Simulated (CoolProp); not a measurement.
Vapour-liquid equilibrium of R13 (1) + R113 (2) at -4.65 °C; x and y are mole fractions of (1).

Model: multi-fluid Helmholtz-energy mixture model, Platzer 1990 and Marx 1992; pair parameters Bell 2016, in CoolProp. This equation is an older, rougher fit; its heat capacities, sound speeds and derivatives of the liquid may be far off and weren't checked against measurements.

```csv
x,bubble pressure (kPa),y at the bubble point,dew pressure at overall composition x (kPa),liquid density (mol/L)
0.05,?,0.903,12.58,8.858
0.15,329.2,0.964,14.07,9.159
0.25,515.9,0.977,15.95,9.471
0.35,686.7,0.983,18.41,9.790
0.45,844.9,?,21.76,?
0.55,?,0.989,26.60,?
0.65,1139,0.991,34.22,10.74
0.75,1285,0.993,47.94,11.00
0.85,1442,0.995,79.99,?
0.95,1630,0.998,?,?
```

### Question
Complete the blanks.

### Answer

- 0.05, bubble pressure (kPa): 123.2
- 0.45, y at the bubble point: 0.987
- 0.45, liquid density (mol/L): 10.11
- 0.55, bubble pressure (kPa): 994.1
- 0.55, liquid density (mol/L): 10.43
- 0.85, liquid density (mol/L): 11.18
- 0.95, dew pressure at overall composition x (kPa): 240.5
- 0.95, liquid density (mol/L): 11.17

No azeotrope shows between x = 0.05 and 0.95.

The pair parameters rest on a limited set of measurements; away from them the model extrapolates. The gap from Raoult's law changes sign with composition, which may be real or a fault of the pair parameters; it wasn't checked against measurements.
